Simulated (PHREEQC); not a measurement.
A solution holds 0.23 mol/kgw KOH and 9.6e-06 mol/kgw CO2, at 61 °C. Closed to the air; pH follows from the charge balance.

All values are PHREEQC results (ion-association model, phreeqc.dat), not measurements.

* **pH**: 12.19
* **ionic strength**: 0.230 mol/kgw
* **activity of water**: 0.992
* **specific conductance**: 92700 µS/cm
* **density**: 0.994 g/cm³
* **total alkalinity**: 230 meq/kg

| species | molality | activity | log γ |
|---|---|---|---|
| OH- | 0.230 | 0.156 | -0.168 |
| K+ | 0.230 | 0.158 | -0.165 |
| CO3-2 | 9.57e-6 | 2.62e-6 | -0.562 |
| HCO3- | 3.25e-8 | 2.35e-8 | -0.141 |

This is a speciation only: nothing precipitates in the calculation. Constants without temperature data keep their 25 °C values here.
